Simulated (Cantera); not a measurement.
Cantera run:

```python
import numpy as np
import cantera as ct

gas_names = """
    CL CL2 H HCL H2 Si SiCL SiCL2 SiCL3 SiCL4 SiH SiHCL3 SiH2 SiH2CL2 SiH3 SiH3CL SiH4 Si2 Si3
""".split()
cond_names = """
    Si(cr) Si(L)
""".split()


def load(file, names, dense=False):
    # The tables refer to 1 bar. Condensed volumes are neglected.
    table = {s.name: s for s in ct.Species.list_from_file(file)}
    out = []
    for n in names:
        d = dict(table[n].input_data)
        d["thermo"] = dict(d["thermo"], **{"reference-pressure": 1e5})
        if dense:
            d["equation-of-state"] = {"model": "constant-volume", "density": "1e6 g/cm^3"}
        out.append(ct.Species.from_dict(d))
    return out


gas = ct.Solution(thermo="ideal-gas", species=load("nasa_gas.yaml", gas_names))
cond = {s.name: ct.Solution(thermo="fixed-stoichiometry", species=[s], name=s.name)
        for s in load("nasa_condensed.yaml", cond_names, dense=True)}
atoms = {
    'Si': {'Si': 1},
    'HCl': {'H': 1, 'CL': 1},
    'H2': {'H': 2},
}
top_T = {}  # K; cautious upper limits of use, not melting points


def equilibrate(T, P, feed):
    n = {}
    for name, mol in feed.items():
        for a, k in atoms[name].items():
            n[a] = n.get(a, 0.0) + k * mol
    gas.TPX = T, P, n
    mass = sum(n.values()) * gas.mean_molecular_weight
    gas.equilibrate("TP")
    valid = [c for c in cond.values() if c.min_temp <= T <= top_T.get(c.name, c.max_temp)]
    mix = ct.Mixture([(gas, mass / gas.mean_molecular_weight)] + [(c, 0.0) for c in valid])
    mix.T, mix.P = T, P
    mix.equilibrate("TP", solver="vcs", rtol=1e-11, max_steps=5000)
    return mix


results = []
feed = {'Si': 1, 'HCl': 0.56, 'H2': 0.58}  # mol
T = 598  # K
P = 15000  # Pa
mix = equilibrate(T, P, feed)
results.append((T, P, feed, dict(zip(mix.species_names, mix.species_moles))))
x = sorted(zip(gas.X, gas.species_names), reverse=True)
print(f"T = {T:g} K  P = {P:g} Pa  gas = {mix.phase_moles(0):.4g} mol")
print("   x: " + "  ".join(f"{s} {v:.3e}" for v, s in x if v > 0.001))
print("   condensed (mol): " + ("  ".join(f"{mix.phase(i).name} {mix.phase_moles(i):.4g}"
      for i in range(1, mix.n_phases) if mix.phase_moles(i) > 1e-12) or "none"))
```

Output:

```
T = 598 K  P = 15000 Pa  gas = 0.9891 mol
   x: H2 8.473e-01  SiCL4 1.091e-01  SiHCL3 4.266e-02
   condensed (mol): Si(cr) 0.8491
```

Cantera equilibrium calculation (NASA polynomials, part measured and part estimated; ideal gas, pure solids and liquids).
